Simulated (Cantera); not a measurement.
Cantera with NASA thermochemical tables; ideal gases at 1 bar, condensed phases pure. Values are per mole of reaction as written; species without (g) are pure solids or liquids, kept so even where they would boil at 1 bar.

S + 2 O2(g) + 2 K(g) = K2SO4

```tsv
T (K)	ΔH° (kJ)	ΔS° (J/K)	ΔG° (kJ)	log10 K	condensed phases
350	(withheld)	(withheld)	(withheld)	(withheld)	S(s), K2SO4(s)
425	(withheld)	(withheld)	(withheld)	(withheld)	S(l), K2SO4(s)
500	-1615.2	-586.3	-1322.1	138.11	S(l), K2SO4(s)
575	(withheld)	(withheld)	(withheld)	(withheld)	S(l), K2SO4(s)
650	-1611.1	-579.2	-1234.6	99.21	S(l), K2SO4(s)
725	-1607.7	-574.2	-1191.4	85.83	S(l), K2SO4(s)
800	-1603.5	-568.7	-1148.5	74.99	S(l), K2SO4(s)
875	-1590.7	-553.7	-1106.2	66.04	S(l), K2SO4(s)
950	-1587.5	-550.1	-1064.8	58.55	S(l), K2SO4(s)
```

Problem. What belongs in the gaps?

Solution. 
- 350, ΔH° (kJ): -1615.1
- 350, ΔS° (J/K): -585.6
- 350, ΔG° (kJ): -1410.2
- 350, log10 K: 210.45
- 425, ΔH° (kJ): -1616.2
- 425, ΔS° (J/K): -588.3
- 425, ΔG° (kJ): -1366.1
- 425, log10 K: 167.90
- 575, ΔH° (kJ): -1613.6
- 575, ΔS° (J/K): -583.3
- 575, ΔG° (kJ): -1278.2
- 575, log10 K: 116.11
